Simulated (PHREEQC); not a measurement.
Solution A (0.0069 mol LiOH, 0.00076 mol NaHSO4 and 0.09 mol (CH3)4NCl per kg of water) is mixed with solution B (98 mmol/kgw NH4HSO4 and 170 mmol/kgw (CH3)4NCl) at 25 °C; shares are by mass of water, 1 kg in all. Oxygen is held at 0.21 atm. The system is closed to CO2. Solids allowed: Halite, Mirabilite. Others were left out.

Equilibrium calculation in PHREEQC: ion-association model, wateq4f.dat.

| share of solution B | pH | HSO4- (mol/kgw) | SO4-2 (mol/kgw) | NH4SO4- (mol/kgw) |
|---|---|---|---|---|
| 0 | 11.67 | 7.49e-14 | 0.000750 | 0 |
| 0.1 | 2.58 | 0.00104 | 0.00897 | 0.000375 |
| 0.15 | 2.26 | 0.00275 | 0.0118 | ___ |
| 0.25 | 1.98 | 0.00698 | 0.0164 | 0.00152 |
| 0.35 | 1.83 | 0.0118 | 0.0203 | 0.00249 |
| 0.4 | ___ | 0.0144 | 0.0221 | 0.00302 |
| 0.5 | 1.68 | 0.0197 | 0.0254 | 0.00413 |
| 0.6 | 1.61 | 0.0253 | 0.0284 | 0.00533 |
| 0.65 | 1.58 | 0.0282 | 0.0297 | 0.00595 |
| 0.75 | 1.53 | 0.0340 | 0.0324 | 0.00724 |
| 0.85 | 1.48 | ___ | ___ | 0.00858 |
| 0.9 | 1.46 | ___ | 0.0361 | 0.00926 |
| 1 | 1.42 | 0.0490 | 0.0384 | 0.0107 |

Problem. Some entries are withheld; supply them.

Solution. 
- 0.15, NH4SO4- (mol/kgw): 0.000705
- 0.4, pH: 1.77
- 0.85, HSO4- (mol/kgw): 0.0399
- 0.85, SO4-2 (mol/kgw): 0.0349
- 0.9, HSO4- (mol/kgw): 0.0429

Complexes and solids missing from the database can't appear. (CH3)4N+ isn't in the database: it is added as a free cation with an ion size of 4 Å.
